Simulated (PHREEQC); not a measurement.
Polishing slurry liquid

Make-up at 25 °C: 0.14 mol/kgw K2CO3 and 0.022 mol/kgw H3BO3. Closed to the air; pH follows from the charge balance.

The numbers come from PHREEQC with the ion-association model, phreeqc.dat.

```yaml
pH: 10.60
ionic_strength: 0.398 mol/kgw
activity_of_water: 0.992
density: 1.015 g/cm³
total_alkalinity: 280 meq/kg
```

| species | molality | activity | log γ |
|---|---|---|---|
| K+ | 0.280 | 0.185 | -0.181 |
| CO3-2 | 0.118 | 0.0291 | -0.607 |
| HCO3- | 0.0220 | 0.0155 | -0.152 |
| H2BO3- | 0.0214 | 0.0156 | -0.136 |
| OH- | 0.000618 | 0.000403 | -0.186 |
| H3BO3 | 0.000618 | 0.000677 | 0.040 |
| CO2 | 8.00e-7 | 8.77e-7 | 0.040 |

Precipitation was switched off in this run.
